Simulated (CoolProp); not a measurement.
Ammonia along the isobar 20.5 MPa: Z from the reference equation and from simpler models built on Tc = 132.4 °C, pc = 11.36 MPa, ω = 0.256; each cubic takes its own stable root.

The numbers come from the reference Helmholtz-energy equation of state, Gao 2020 in CoolProp.

```
T (°C)          phase  reference
------  -------------  ---------
132.15         liquid     0.2434
155.05  supercritical     0.2868
177.85  supercritical     0.4174
200.65  supercritical     0.5584
223.55  supercritical     0.6540
246.35  supercritical     0.7216
269.15  supercritical     0.7725
292.05  supercritical     0.8123
314.85  supercritical     0.8439
337.65  supercritical     0.8697
360.55  supercritical     0.8910
383.35  supercritical     0.9087
406.15  supercritical     0.9236
429.05  supercritical     0.9364
451.85  supercritical     0.9472
```

**Question.** How far does each simpler model (Redlich-Kwong, Soave-Redlich-Kwong) lie from the reference over these 15 states: mean and median of the absolute difference, and the worst?

**Answer.** 
- Redlich-Kwong: mean 6.3 %, median 2.4 %, worst +33.3 % at 132.15 °C and 20.5 MPa
- Soave-Redlich-Kwong: mean 11.0 %, median 5.9 %, worst +35.1 % at 155.05 °C and 20.5 MPa
